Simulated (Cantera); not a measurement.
A Cantera script and its output.

```python
import numpy as np
import cantera as ct

surf = ct.Interface("ptcombust.yaml", "Pt_surf")
gas = surf.adjacent["gas"]
gas.TPX = 300, 2700, {'CH4': 0.012, 'O2': 0.073, 'N2': 0.79}
jet = ct.ImpingingJet(gas=gas, width=0.041, surface=surf)
jet.inlet.mdot, jet.inlet.T, jet.inlet.X = 0.055, 300, {'CH4': 0.012, 'O2': 0.073, 'N2': 0.79}
jet.set_refine_criteria(ratio=10, slope=0.2, curve=0.3)
show, cover = ['CH4', 'O2', 'H2O', 'OH', 'CO', 'CO2'], ["PT(S)", "H(S)", "O(S)", "OH(S)", "CO(S)", "C(S)"]

rows = []
print(f"{'Ts/K':>7s}" + "".join(f"{s:>11s}" for s in show + cover) + "   (gas at the wall, coverages)")
for i, Ts in enumerate([950, 1000, 1050, 1100, 1150, 1200, 1250]):
    jet.surface.T = Ts
    if i == 0:
        surf.TP = Ts, 2700
        surf.coverages = "PT(S):0.5, O(S):0.5"
        surf.advance_coverages(1.0)
        jet.set_initial_guess(products="inlet")
    jet.solve(loglevel=0, auto=(i == 0))
    rows.append([*(jet.X[gas.species_index(s), -1] for s in show), *surf[cover].coverages])
    print(f"{Ts:7g}" + "".join(f"{x:11.3e}" for x in rows[-1]))
```

Result:

```
   Ts/K        CH4         O2        H2O         OH         CO        CO2      PT(S)       H(S)       O(S)      OH(S)      CO(S)       C(S)   (gas at the wall, coverages)
    950  8.956e-03  7.334e-02  8.855e-03  7.887e-08  5.850e-06  5.785e-03  3.600e-01  9.134e-08  6.396e-01  4.064e-04  2.809e-06  1.345e-08
   1000  7.609e-03  7.049e-02  1.133e-02  2.215e-07  6.833e-06  7.415e-03  4.365e-01  1.906e-07  5.631e-01  3.951e-04  2.117e-06  1.324e-08
   1050  6.473e-03  6.810e-02  1.341e-02  5.440e-07  7.906e-06  8.783e-03  5.108e-01  3.567e-07  4.888e-01  3.665e-04  1.593e-06  1.269e-08
   1100  5.571e-03  6.620e-02  1.505e-02  1.205e-06  9.193e-06  9.862e-03  5.807e-01  6.128e-07  4.190e-01  3.290e-04  1.215e-06  1.205e-08
   1150  4.868e-03  6.473e-02  1.631e-02  2.438e-06  1.082e-05  1.069e-02  6.456e-01  9.905e-07  3.541e-01  2.887e-04  9.519e-07  1.154e-08
   1200  4.330e-03  6.362e-02  1.726e-02  4.571e-06  1.297e-05  1.132e-02  7.045e-01  1.524e-06  2.953e-01  2.491e-04  7.687e-07  1.120e-08
   1250  3.936e-03  6.281e-02  1.790e-02  8.012e-06  1.589e-05  1.180e-02  7.568e-01  2.251e-06  2.430e-01  2.119e-04  6.438e-07  1.111e-08
```

Model: Deutschmann's 1995 Pt surface mechanism with GRI-Mech 3.0 gas chemistry, integrated in Cantera. Catalytic surfaces can have several steady states; this one follows from the mechanism file's or the stated starting coverage.
